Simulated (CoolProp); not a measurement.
A single-stage vapour-compression cycle with R410A: evaporating at 239.15 K (dew point), condensing at 292.15 K (bubble point), superheat 5 K, subcooling 0 K, compressor efficiency 0.65, no pressure losses. Each further row changes one setting.

Computed with CoolProp (reference Helmholtz-energy equation of state, Lemmon 2003). It is a pseudo-pure fit of the blend.

```tsv
case	cooling COP	pressure ratio	discharge temperature (K)	refrigerating effect (kJ/kg)	volumetric capacity (kJ/m³)
as stated	2.23	6.18	354.7	182	1590
evaporating temperature 244.15 K	2.57	5.02	347.3	185	1970
condensing temperature 287.15 K	2.54	5.37	345.6	191	1660
subcooling 5 K	2.33	6.18	354.7	191	1670
superheat 15 K	2.21	6.18	367.4	191	1580
compressor efficiency 0.55	1.88	6.18	369.3	182	1590
```
